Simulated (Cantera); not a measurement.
Cantera run, input and output.

```python
import numpy as np
import cantera as ct

surf = ct.Interface("diamond.yaml", "diamond_100")
gas, bulk = surf.adjacent["gas"], surf.adjacent["diamond"]
k = surf.kinetics_species_index(bulk.species_names[0])
cover = ["c6HH", "c6H*", "c6*H", "c6**", "c6HM", "c6B"]

rows, drift = [], 0.0
print(f"{'T':>10s}{'um/h':>11s}" + "".join(f"{s:>11s}" for s in cover))
for v in [950, 1025, 1100, 1175, 1250, 1325, 1400]:
    T, P, xH, xCH3 = v, 14000, 0.0061, 2.3e-05
    gas.TPX = T, P, {"H": xH, "CH3": xCH3, "CH4": 0.002, "H2": 1 - xH - xCH3 - 0.002}
    surf.TP = bulk.TP = T, P
    surf.coverages = "c6H*:0.1, c6HH:0.9"
    surf.advance_coverages(100.0)
    before = surf.coverages
    surf.advance_coverages(100.0)
    drift = max(drift, np.max(np.abs(surf.coverages - before) / (surf.coverages + 1e-9)))
    rate = surf.net_production_rates[k] * bulk.mean_molecular_weight / bulk.density * 3.6e9
    rows.append([rate, *surf[cover].coverages])
    print(f"{v:10.4g}{rate:11.4e}" + "".join(f"{x:11.3e}" for x in rows[-1][1:]))
```

It prints:

```
         T       um/h       c6HH       c6H*       c6*H       c6**       c6HM        c6B
       950 1.3308e+00  6.415e-01  1.425e-02  3.343e-01  6.680e-03  2.532e-03  3.611e-09
      1025 1.8633e+00  5.734e-01  2.069e-02  3.919e-01  1.150e-02  1.814e-03  5.056e-09
      1100 2.2970e+00  5.117e-01  2.798e-02  4.403e-01  1.810e-02  1.244e-03  6.233e-09
      1175 2.2281e+00  4.575e-01  3.580e-02  4.791e-01  2.645e-02  7.060e-04  6.046e-09
      1250 1.5759e+00  4.109e-01  4.382e-02  5.084e-01  3.632e-02  2.825e-04  4.276e-09
      1325 1.0528e+00  3.716e-01  5.177e-02  5.291e-01  4.728e-02  8.567e-05  2.857e-09
      1400 8.8767e-01  3.390e-01  5.946e-02  5.426e-01  5.879e-02  2.368e-05  2.409e-09
```

Detailed kinetics in Cantera: the Harris–Goodwin 1993 mechanism for the reconstructed diamond (100) surface.
